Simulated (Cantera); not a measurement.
# Fe₂O₃ + H₂S + H₂O (roasting and sulfation)

Feed: 1 mol Fe₂O₃, 0.46 mol H₂S, 0.071 mol H₂O, equilibrated at 27.8 Torr.

Cantera equilibrium calculation (NASA polynomials, part measured and part estimated; ideal gas, pure solids and liquids). Candidate condensed phases: Fe, FeO, Fe(OH)₂, Fe(OH)₃, FeS, FeSO₄, FeS₂, Fe₂O₃, Fe₂(SO₄)₃, Fe₃O₄, H₂O, H₂SO₄, S; 22 gas species. Metal and sulfide melt together well below either melting point, which pure phases cannot show. Mutual solubility and eutectic melting of coexisting phases are not modelled. The tables' stoichiometric FeO is somewhat more stable than real wüstite, so its field is too wide. FeO, FeS: taken at fixed stoichiometry. Gases not in the tables: S₃ to S₇. The numbers say what is thermodynamically allowed, not how fast it happens.

From 673 K to 773 K the condensed part is FeS₂(s) + Fe₃O₄(s). From 823 K to 1223 K the condensed part is FeS(s) + Fe₃O₄(s). From 1273 K to 1323 K the condensed part is FeO(s) + FeS(s).

```json
[
 {"T (K)": "673", "x H₂O": "0.886", "x SO₂": "0.113", "x S₂": "6.83e-5", "x H₂": "3.56e-5", "x H₂S": "0.00140", "n FeS₂(s)": "0.196", "n Fe₃O₄(s)": "0.601", "n FeS(s)": "0", "n FeO(s)": "0"},
 {"T (K)": "723", "x H₂O": "0.883", "x SO₂": "0.113", "x S₂": "0.000333", "x H₂": "0.000117", "x H₂S": "0.00342", "n FeS₂(s)": "0.195", "n Fe₃O₄(s)": "0.602", "n FeS(s)": "0", "n FeO(s)": "0"},
 {"T (K)": "773", "x H₂O": "0.878", "x SO₂": "0.113", "x S₂": "0.00133", "x H₂": "0.000332", "x H₂S": "0.00744", "n FeS₂(s)": "0.193", "n Fe₃O₄(s)": "0.602", "n FeS(s)": "0", "n FeO(s)": "0"},
 {"T (K)": "823", "x H₂O": "0.773", "x SO₂": "0.210", "x S₂": "0.00502", "x H₂": "0.000553", "x H₂S": "0.0104", "n FeS₂(s)": "0", "n Fe₃O₄(s)": "0.566", "n FeS(s)": "0.303", "n FeO(s)": "0"},
 {"T (K)": "873", "x H₂O": "0.772", "x SO₂": "0.209", "x S₂": "0.00684", "x H₂": "0.00104", "x H₂S": "0.0108", "n FeS₂(s)": "0", "n Fe₃O₄(s)": "0.566", "n FeS(s)": "0.301", "n FeO(s)": "0"},
 {"T (K)": "923", "x H₂O": "0.770", "x SO₂": "0.207", "x S₂": "0.00907", "x H₂": "0.00183", "x H₂S": "0.0112", "n FeS₂(s)": "0", "n Fe₃O₄(s)": "0.567", "n FeS(s)": "0.299", "n FeO(s)": "0"},
 {"T (K)": "973", "x H₂O": "0.768", "x SO₂": "0.205", "x S₂": "0.0117", "x H₂": "0.00306", "x H₂S": "0.0117", "n FeS₂(s)": "0", "n Fe₃O₄(s)": "0.568", "n FeS(s)": "0.296", "n FeO(s)": "0"},
 {"T (K)": "1023", "x H₂O": "0.765", "x SO₂": "0.203", "x S₂": "0.0147", "x H₂": "0.00486", "x H₂S": "0.0121", "n FeS₂(s)": "0", "n Fe₃O₄(s)": "0.569", "n FeS(s)": "0.293", "n FeO(s)": "0"},
 {"T (K)": "1073", "x H₂O": "0.761", "x SO₂": "0.200", "x S₂": "0.0181", "x H₂": "0.00740", "x H₂S": "0.0125", "n FeS₂(s)": "0", "n Fe₃O₄(s)": "0.570", "n FeS(s)": "0.290", "n FeO(s)": "0"},
 {"T (K)": "1123", "x H₂O": "0.756", "x SO₂": "0.198", "x S₂": "0.0219", "x H₂": "0.0109", "x H₂S": "0.0128", "n FeS₂(s)": "0", "n Fe₃O₄(s)": "0.571", "n FeS(s)": "0.286", "n FeO(s)": "0"},
 {"T (K)": "1173", "x H₂O": "0.749", "x SO₂": "0.195", "x S₂": "0.0260", "x H₂": "0.0154", "x H₂S": "0.0131", "n FeS₂(s)": "0", "n Fe₃O₄(s)": "0.573", "n FeS(s)": "0.281", "n FeO(s)": "0"},
 {"T (K)": "1223", "x H₂O": "0.741", "x SO₂": "0.193", "x S₂": "0.0304", "x H₂": "0.0213", "x H₂S": "0.0134", "n FeS₂(s)": "0", "n Fe₃O₄(s)": "0.575", "n FeS(s)": "0.276", "n FeO(s)": "0"},
 {"T (K)": "1273", "x H₂O": "0.569", "x SO₂": "0.342", "x S₂": "0.0563", "x H₂": "0.0186", "x H₂S": "0.0113", "n FeS₂(s)": "0", "n Fe₃O₄(s)": "0", "n FeS(s)": "0.0428", "n FeO(s)": "1.96"},
 {"T (K)": "1323", "x H₂O": "0.555", "x SO₂": "0.328", "x S₂": "0.0754", "x H₂": "0.0255", "x H₂S": "0.0129", "n FeS₂(s)": "0", "n Fe₃O₄(s)": "0", "n FeS(s)": "0.0152", "n FeO(s)": "1.98"}
]
```
x: gas mole fraction; n: condensed amount in mol.
